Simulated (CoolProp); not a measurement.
Vapour-liquid equilibrium of methanol (1) + m-xylene (2) at 154 kPa; x and y are mole fractions of (1).

Computed with CoolProp (multi-fluid Helmholtz-energy mixture model, de Reuck 1993 and Zhou 2012; pair parameters Bell 2016).

| x | bubble temperature (K) | y at the bubble point | dew temperature at overall composition x (K) | liquid density (mol/L) |
|---|---|---|---|---|
| 0.05 | 384.8 | 0.702 | 426.3 | 7.612 |
| 0.125 | 363.6 | 0.858 | 422.8 | 8.237 |
| 0.2 | 356.6 | 0.892 | 419.2 | 8.790 |
| 0.275 | 354.0 | 0.904 | 415.4 | 9.365 |
| 0.35 | 353.1 | 0.908 | 411.3 | 9.996 |
| 0.425 | 352.8 | 0.909 | 406.8 | 10.71 |
| 0.5 | 352.7 | 0.910 | 401.8 | 11.53 |
| 0.575 | 352.5 | 0.911 | 396.3 | 12.49 |
| 0.65 | 352.2 | 0.914 | 389.9 | 13.61 |
| 0.725 | 351.7 | 0.919 | 382.3 | 14.96 |
| 0.8 | 351.0 | 0.929 | 372.9 | 16.58 |
| 0.875 | 350.2 | 0.946 | 360.2 | 18.56 |
| 0.95 | 349.3 | 0.974 | 350.0 | 21.02 |

No azeotrope shows between x = 0.05 and 0.95.

Pair parameters are fitted to limited data, so mixtures are less certain than the pure fluids. With so large a gap from Raoult's law the liquid may split in two, which this calculation doesn't test in full.
